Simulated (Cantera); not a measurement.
A freely propagating, adiabatic, planar premixed flame of 14.6 % CH₃OH, 19.8 % O₂, 65.6 % N₂, equivalence ratio 1.1, unburnt at 350 K and 490000 Pa; mixture-averaged transport, grid criteria slope 0.08 and curve 0.16, no radiation.

Detailed kinetics in Cantera: GRI-Mech 3.0 (53 species, 325 reactions). GRI-Mech 3.0 was tuned for natural gas; its chemistry of methanol as a main component is partial and can be far from experiment. Burning velocities carry a grid error of a few per cent, more on coarse grids.

### Question
Predict: laminar burning velocity; thermal thickness; peak x(CH₄); peak x(CH₃); peak x(OH); peak x(H).

### Answer
| Property | Value |
|---|---|
| laminar burning velocity | 49.4 cm/s |
| thermal thickness | 0.0746 mm |
| peak x(CH₄) | 0.000171 |
| peak x(CH₃) | 0.000115 |
| peak x(OH) | 0.00857 |
| peak x(H) | 0.00622 |
